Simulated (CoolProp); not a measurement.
Sulfur dioxide along the isotherm 459.3 K: density (kg/m³) from the reference equation and from simpler models built on Tc = 430.6 K, pc = 7.887 MPa, ω = 0.256; each cubic takes its own stable root.

The numbers come from the reference Helmholtz-energy equation of state, Gao 2016 in CoolProp.

| p (MPa) | phase | reference |
|---|---|---|
| 2.19 | gas | 39.97 |
| 4.38 | gas | 88.68 |
| 6.57 | gas | 152.3 |
| 8.76 | supercritical | 247.2 |
| 11 | supercritical | 434.0 |
| 13.1 | supercritical | 647.4 |
| 15.3 | supercritical | 753.6 |
| 17.5 | supercritical | 813.5 |
| 19.7 | supercritical | 855.2 |

Problem. How far does each simpler model (van der Waals, Redlich-Kwong, Peng-Robinson) lie from the reference over these 9 states: mean and median of the absolute difference, and the worst?

Solution. 
- van der Waals: mean 11.2 %, median 7.1 %, worst -25.1 % at 459.3 K and 19.7 MPa
- Redlich-Kwong: mean 5.9 %, median 2.5 %, worst -12.7 % at 459.3 K and 17.5 MPa
- Peng-Robinson: mean 5.2 %, median 3.6 %, worst -10.6 % at 459.3 K and 13.1 MPa
